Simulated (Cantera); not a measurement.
Cantera run:

```python
import numpy as np
import cantera as ct

gas_names = """
    AL ALH ALN AL2 H H2 N NH NH2 NH3 N2 N2H2 N2H4
""".split()
cond_names = """
    AL(cr) AL(L) ALN(s)
""".split()


# ... load() reads the species with a 1 bar reference pressure and builds the phases ...
atoms = {
    'AlN': {'AL': 1, 'N': 1},
    'H2': {'H': 2},
}
top_T = {'ALN(s)': 2750}  # K; cautious upper limits of use, not melting points


# ... equilibrate(T, P, feed) seeds the gas with the atoms and calls Mixture.equilibrate('TP', solver="vcs", rtol=1e-11, max_steps=5000) ...
results = []
feed = {'AlN': 1, 'H2': 0.069}  # mol
P = 11000  # Pa
for T in [2300, 2350, 2400, 2450, 2500, 2550, 2600, 2650, 2700, 2750, 2800, 2850]:
    mix = equilibrate(T, P, feed)
    results.append((T, P, feed, dict(zip(mix.species_names, mix.species_moles))))
    x = sorted(zip(gas.X, gas.species_names), reverse=True)
    print(f"T = {T:g} K  P = {P:g} Pa  gas = {mix.phase_moles(0):.4g} mol")
    print("   x: " + "  ".join(f"{s} {v:.3e}" for v, s in x if v > 1e-05))
    print("   condensed (mol): " + ("  ".join(f"{mix.phase(i).name} {mix.phase_moles(i):.4g}"
          for i in range(1, mix.n_phases) if mix.phase_moles(i) > 1e-12) or "none"))
```

Result:

```
T = 2300 K  P = 11000 Pa  gas = 0.1082 mol
   x: H2 6.218e-01  AL 2.269e-01  N2 1.186e-01  H 2.301e-02  ALH 9.360e-03  AL2 4.431e-04
   condensed (mol): ALN(s) 0.9744
T = 2350 K  P = 11000 Pa  gas = 0.1599 mol
   x: H2 4.139e-01  AL 3.622e-01  N2 1.876e-01  H 2.419e-02  ALH 1.124e-02  AL2 9.308e-04
   condensed (mol): ALN(s) 0.94
T = 2400 K  P = 11000 Pa  gas = 0.5401 mol
   x: AL 5.678e-01  N2 2.901e-01  H2 1.153e-01  H 1.629e-02  ALH 8.606e-03  AL2 1.901e-03
   condensed (mol): ALN(s) 0.6867
T = 2450 K  P = 11000 Pa  gas = 1.571 mol
   x: AL 6.277e-01  N2 3.183e-01  H2 3.574e-02  H 1.145e-02  ALH 4.915e-03  AL2 1.945e-03
   condensed (mol): none
T = 2500 K  P = 11000 Pa  gas = 1.574 mol
   x: AL 6.276e-01  N2 3.177e-01  H2 3.454e-02  H 1.409e-02  ALH 4.498e-03  AL2 1.639e-03
   condensed (mol): none
T = 2550 K  P = 11000 Pa  gas = 1.577 mol
   x: AL 6.272e-01  N2 3.170e-01  H2 3.314e-02  H 1.712e-02  ALH 4.110e-03  AL2 1.390e-03
   condensed (mol): none
T = 2600 K  P = 11000 Pa  gas = 1.58 mol
   x: AL 6.266e-01  N2 3.164e-01  H2 3.151e-02  H 2.054e-02  ALH 3.747e-03  AL2 1.185e-03
   condensed (mol): none
T = 2650 K  P = 11000 Pa  gas = 1.584 mol
   x: AL 6.259e-01  N2 3.157e-01  H2 2.968e-02  H 2.435e-02  ALH 3.408e-03  AL2 1.015e-03
   condensed (mol): none
T = 2700 K  P = 11000 Pa  gas = 1.588 mol
   x: AL 6.250e-01  N2 3.149e-01  H 2.849e-02  H2 2.766e-02  ALH 3.090e-03  AL2 8.747e-04
   condensed (mol): none
T = 2750 K  P = 11000 Pa  gas = 1.592 mol
   x: AL 6.239e-01  N2 3.141e-01  H 3.293e-02  H2 2.549e-02  ALH 2.791e-03  AL2 7.572e-04
   condensed (mol): none
T = 2800 K  P = 11000 Pa  gas = 1.596 mol
   x: AL 6.228e-01  N2 3.133e-01  H 3.757e-02  H2 2.319e-02  ALH 2.510e-03  AL2 6.585e-04
   condensed (mol): none
T = 2850 K  P = 11000 Pa  gas = 1.6 mol
   x: AL 6.215e-01  N2 3.125e-01  H 4.233e-02  H2 2.083e-02  ALH 2.247e-03  AL2 5.753e-04
   condensed (mol): none
```

Method: chemical equilibrium by Gibbs-energy minimisation in Cantera with the NASA 1993 tables (ideal gas, pure condensed phases).
